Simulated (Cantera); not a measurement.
Mixture: C3H8 : O2 : N2 = 1 : 3.12 : 11.8 (molar parts), equivalence ratio 1.6, at 0.987 atm, adiabatic and at constant volume. Ignition delay is the time to a rise of 400 K.

Cantera simulation using GRI-Mech 3.0 (53 species, 325 reactions); the numbers are that mechanism's predictions, not measurements. GRI-Mech 3.0 was tuned for natural gas; its chemistry of propane as a main component is partial and can be far from experiment.

What does this change do: 1 parts H2 added?


| quantity | before | after |
|---|---|---|
| delay at 1175 K | 9.96 ms | 5.38 ms |
| delay at 1275 K | 1.42 ms | 1.03 ms |
| delay at 1375 K | 0.304 ms | 0.252 ms |
| delay at 1475 K | 94.0 µs | 83.8 µs |
| delay at 1575 K | 39.1 µs | 36.4 µs |
| delay at 1675 K | 20.3 µs | 19.3 µs |
| apparent activation energy between 1475 and 1675 K | 160 kJ/mol | 150 kJ/mol |

What does this change do: pressure from 0.987 atm to 17.8 atm?


```json
[
 {"quantity": "delay at 1175 K", "before": "9.96 ms", "after": "1.70 ms"},
 {"quantity": "delay at 1275 K", "before": "1.42 ms", "after": "0.302 ms"},
 {"quantity": "delay at 1375 K", "before": "0.304 ms", "after": "63.8 µs"},
 {"quantity": "delay at 1475 K", "before": "94.0 µs", "after": "17.3 µs"},
 {"quantity": "delay at 1575 K", "before": "39.1 µs", "after": "6.05 µs"},
 {"quantity": "delay at 1675 K", "before": "20.3 µs", "after": "2.65 µs"},
 {"quantity": "apparent activation energy between 1475 and 1675 K", "before": "160 kJ/mol", "after": "190 kJ/mol"}
]
```
The pressure lies above the range GRI-Mech 3.0 was tuned for (to about 10 atm).
